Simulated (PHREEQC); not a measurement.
Consider water at 25 °C with 0.072 mol/kgw HF and 0.0033 mol/kgw NaF. It is in equilibrium with CO2 at log p = -3.5 (atm). Otherwise closed; pH follows from the charge balance.

Model: ion-association model, wateq4f.dat, run in PHREEQC.

No solid was allowed to form.

### Question
Order these F species by the share of F that they hold, largest first: HF2-, H2F2, F-, HF.

### Answer
HF (68 %), H2F2 (18 %), F- (9.8 %), HF2- (3.9 %)

The pH is 2.29 and the ionic strength 0.00886 mol/kgw. Complexes and solids missing from the database can't appear. wateq4f.dat counts part of the HF as a dimer, H2F2, which phreeqc.dat doesn't know; its constant is uncertain.
